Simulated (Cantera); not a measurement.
Cantera run:

```python
import numpy as np
import cantera as ct

gas_names = """
    ALF3 AL F2
""".split()
cond_names = """

""".split()


# ... load() reads the species with a 1 bar reference pressure and builds the phases ...
species = {s.name: s for s in load("nasa_gas.yaml", gas_names) + load("nasa_condensed.yaml", cond_names)}
# Each term lists the table entries of one substance; the one whose range holds T is used.
reactions = {
    '2 AlF3(g) = 2 Al(g) + 3 F2(g)':
        [(-2, ['ALF3']), (2, ['AL']), (3, ['F2'])],
}


def pick(names, T):
    return next(species[n] for n in names if species[n].thermo.min_temp <= T <= species[n].thermo.max_temp)


results = []
for label, terms in reactions.items():
    print(label)
    print("     T/K   dH/kJ  dS/(J/K)   dG/kJ   log10 K")
    for T in [300, 2300, 2375, 2450, 2525, 2600, 2675, 2750, 2825, 2900]:
        used = [(nu, pick(names, T)) for nu, names in terms]
        dH = sum(nu * s.thermo.h(T) for nu, s in used) / 1e6
        dS = sum(nu * s.thermo.s(T) for nu, s in used) / 1e3
        dG = dH - T * dS / 1e3
        logK = -dG * 1e6 / (ct.gas_constant * T * np.log(10))
        results.append((label, T, dH, dS, dG, logK, [s.name for _, s in used]))
        print(f"{T:8g} {dH:8.1f} {dS:8.1f} {dG:8.1f} {logK:8.2f}")
```

It prints:

```
2 AlF3(g) = 2 Al(g) + 3 F2(g)
     T/K   dH/kJ  dS/(J/K)   dG/kJ   log10 K
     300   3078.0    384.2   2962.8  -515.86
    2300   3068.3    378.5   2197.6   -49.91
    2375   3067.7    378.3   2169.3   -47.71
    2450   3067.2    378.1   2140.9   -45.64
    2525   3066.6    377.8   2112.5   -43.70
    2600   3066.0    377.6   2084.2   -41.87
    2675   3065.4    377.4   2055.9   -40.14
    2750   3064.7    377.1   2027.6   -38.51
    2825   3064.0    376.9   1999.3   -36.97
    2900   3063.3    376.6   1971.1   -35.50
```

Standard-state values (1 bar) from the NASA 1993 polynomials, evaluated with Cantera. Condensed species are held in their standard states even where they would react or evaporate.
